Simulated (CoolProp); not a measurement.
n-hexane along the isotherm 600 K: Z from the reference equation and from simpler models built on Tc = 507.8 K, pc = 3.044 MPa, ω = 0.300; each cubic takes its own stable root.

Computed with CoolProp (reference Helmholtz-energy equation of state, Thol 2019).

| p (MPa) | phase | reference |
|---|---|---|
| 0.152 | gas | 0.9903 |
| 0.304 | gas | 0.9805 |
| 0.457 | gas | 0.9705 |
| 0.609 | gas | 0.9606 |
| 0.761 | gas | 0.9506 |
| 0.913 | gas | 0.9405 |
| 1.07 | gas | 0.9300 |
| 1.22 | gas | 0.9200 |
| 1.37 | gas | 0.9098 |
| 1.52 | gas | 0.8996 |

Question: How far does each simpler model (Pitzer virial, van der Waals, Redlich-Kwong, Soave-Redlich-Kwong, Peng-Robinson) lie from the reference over these 10 states: mean and median of the absolute difference, and the worst?

Answer: 
- Pitzer virial: mean 0.3 %, median 0.2 %, worst +0.6 % at 600 K and 1.52 MPa
- van der Waals: mean 0.2 %, median 0.2 %, worst -0.6 % at 600 K and 1.52 MPa
- Redlich-Kwong: mean 0.5 %, median 0.4 %, worst -0.9 % at 600 K and 1.52 MPa
- Soave-Redlich-Kwong: mean 0.3 %, median 0.3 %, worst +0.6 % at 600 K and 1.52 MPa
- Peng-Robinson: mean 0.6 %, median 0.6 %, worst -1.0 % at 600 K and 1.52 MPa
